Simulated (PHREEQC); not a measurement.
Dissolve 0.032 mol/kgw NH4HF2, 0.054 mol/kgw (NH4)2SiF6 and 0.0011 mol/kgw H3PO4 at 25 °C. Closed to the air; pH follows from the charge balance.

Computed with PHREEQC (ion-association model, wateq4f.dat).

Precipitation was switched off in this run.

Task: Estimate the pH.

Result: pH 3.07.

Task: In which forms is F present?

Result: SiF6-2 84 %, F- 7.5 %, HF 6.6 %, HF2- 1.5 %, H2F2 0.9 % of the F.

H3PO4, which wateq4f.dat lacks, is added to it with the constant of phreeqc.dat. SiF6-2 is the database's only silicon fluoride.
